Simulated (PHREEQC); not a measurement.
Synthetic water in mg/L, 30 °C, pH 6.88, pe 0.3:

| constituent | mg/L |
|---|---|
| Na | 251 |
| K | 25.2 |
| Ca | 60 |
| Mg | 12.9 |
| Cl | 125 |
| S(6) as SO4 | 257 |
| Alkalinity as HCO3 | 432 |
| Si as SiO2 | 20.6 |
| Zn | 0.834 |

Valence states are taken as typed.

Computed with PHREEQC (ion-association model, phreeqc.dat).

The ionic strength comes out as 0.0190 mol/kgw. What activity coefficients do Na+, CO3-2, MgHCO3+, K+, ZnHCO3+ get?

Na+ 0.87, CO3-2 0.59, MgHCO3+ 0.87, K+ 0.87, ZnHCO3+ 0.87.

No solid was allowed to form. Saturation is exceeded, for instance for Quartz (slow to form); the values hold only as long as no solid forms. Complexes and solids missing from the database can't appear. The database's zinc carbonate complexes are estimates, stronger than later reviews accept.
